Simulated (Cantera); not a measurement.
Thermodynamics of oxide etching and cleaning by halides, feed B2O3 + NF3 + O2

A closed system holds: 1 mol B2O3, 0.87 mol NF3, 0.21 mol O2, held at 1575 °C.

Cantera equilibrium calculation (NASA polynomials, part measured and part estimated; ideal gas, pure solids and liquids). Candidate condensed phases: B, BN, B2O3; 31 gas species. The tables' values for BF2 are old estimates; treat these amounts as uncertain. The numbers say what is thermodynamically allowed, not how fast it happens.

From 1.00 Pa to 1.00 bar nothing is condensed. The main B-bearing gas is BOF throughout.

```json
[
 {"P (Pa)": "1", "x BOF": "0.510", "x O2": "0.227", "x N2": "0.126", "x BF3": "0.0715", "x F": "0.0344", "x O": "0.0286"},
 {"P (Pa)": "3.60", "x BOF": "0.511", "x O2": "0.244", "x N2": "0.128", "x BF3": "0.0835", "x F": "0.0145", "x O": "0.0156"},
 {"P (Pa)": "13", "x BOF": "0.512", "x O2": "0.253", "x N2": "0.130", "x BF3": "0.0888", "x F": "0.00574", "x O": "0.00836"},
 {"P (Pa)": "46", "x BOF": "0.513", "x O2": "0.257", "x N2": "0.130", "x BF3": "0.0910", "x F": "0.00226", "x O": "0.00448"},
 {"P (Pa)": "170", "x BOF": "0.513", "x O2": "0.259", "x N2": "0.131", "x BF3": "0.0919", "x F": "0.000853", "x O": "0.00234"},
 {"P (Pa)": "600", "x BOF": "0.513", "x O2": "0.259", "x N2": "0.131", "x BF3": "0.0922", "x F": "0.000332", "x O": "0.00125"},
 {"P (Pa)": "2200", "x BOF": "0.513", "x O2": "0.260", "x N2": "0.131", "x BF3": "0.0924", "x F": "0.000126", "x O": "0.000652"},
 {"P (Pa)": "7700", "x BOF": "0.512", "x O2": "0.260", "x N2": "0.131", "x BF3": "0.0928", "x F": "4.92e-5", "x O": "0.000349"},
 {"P (Pa)": "28000", "x BOF": "0.508", "x O2": "0.261", "x N2": "0.131", "x BF3": "0.0939", "x F": "1.89e-5", "x O": "0.000183"},
 {"P (Pa)": "100000", "x BOF": "0.485", "x O2": "0.266", "x N2": "0.134", "x BF3": "0.0981", "x F": "7.64e-6", "x O": "9.78e-5"}
]
```
x: gas mole fraction; nothing condenses.
